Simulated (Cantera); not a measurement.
Input (Python, Cantera):

```python
import numpy as np
import cantera as ct

gas = ct.Solution("gri30.yaml")
gas.TPX = 325, 580000, {'CH4': 1, 'CO': 0.038, 'O2': 3.61, 'N2': 13.6}
inlet = ct.Reservoir(gas, clone=True)
gas.equilibrate("HP")  # start burning
reactor = ct.IdealGasConstPressureReactor(gas, energy="on", clone=False)
exhaust = ct.Reservoir(gas, clone=True)
tau = [0.035, 0.014, 0.0056, 0.0022, 0.0009, 0.00036, 0.00014, 5.8e-05, 2.3e-05, 9.3e-06, 3.7e-06][0]
for a, b in ((inlet, reactor), (reactor, exhaust)):
    ct.MassFlowController(a, b, mdot=lambda t: reactor.mass / tau)
net = ct.ReactorNet([reactor])
show = ['CH4', 'CO', 'O2', 'CO2', 'CH3']

rows = []
print(f"{'tau/s':>10s}{'T/K':>9s}" + "".join(f"{s:>11s}" for s in show))
for tau in [0.035, 0.014, 0.0056, 0.0022, 0.0009, 0.00036, 0.00014, 5.8e-05, 2.3e-05, 9.3e-06, 3.7e-06]:
    net.initial_time = 0.0
    net.advance(30 * tau)
    before = gas.X
    net.advance(40 * tau)
    drift = np.max(np.abs(gas.X - before) / (gas.X + 1e-9))
    rows.append([gas.T, *gas[show].X, drift])
    print(f"{tau:10.3e}{gas.T:9.1f}" + "".join(f"{x:11.3e}" for x in gas[show].X))
```

Output:

```
     tau/s      T/K        CH4         CO         O2        CO2        CH3
 3.500e-02   1611.8  2.925e-05  3.361e-04  8.743e-02  5.655e-02  4.442e-06
 1.400e-02   1608.0  5.685e-05  6.760e-04  8.764e-02  5.617e-02  8.511e-06
 5.600e-03   1600.5  1.142e-04  1.394e-03  8.809e-02  5.535e-02  1.621e-05
 2.200e-03   1582.6  2.578e-04  3.147e-03  8.925e-02  5.336e-02  3.231e-05
 9.000e-04    325.0  5.480e-02  2.082e-03  1.978e-01 -4.050e-15 -6.676e-23
 3.600e-04    325.0  5.480e-02  2.082e-03  1.978e-01  1.256e-18  2.070e-26
 1.400e-04    325.0  5.480e-02  2.082e-03  1.978e-01  7.718e-20  1.272e-27
 5.800e-05    325.0  5.480e-02  2.082e-03  1.978e-01  4.875e-21  8.037e-29
 2.300e-05    325.0  5.480e-02  2.082e-03  1.978e-01  3.079e-22  5.077e-30
 9.300e-06    325.0  5.480e-02  2.082e-03  1.978e-01  1.945e-23  3.207e-31
 3.700e-06    325.0  5.480e-02  2.082e-03  1.978e-01  1.229e-24  2.027e-32
```

Model: GRI-Mech 3.0 (53 species, 325 reactions), integrated in Cantera.
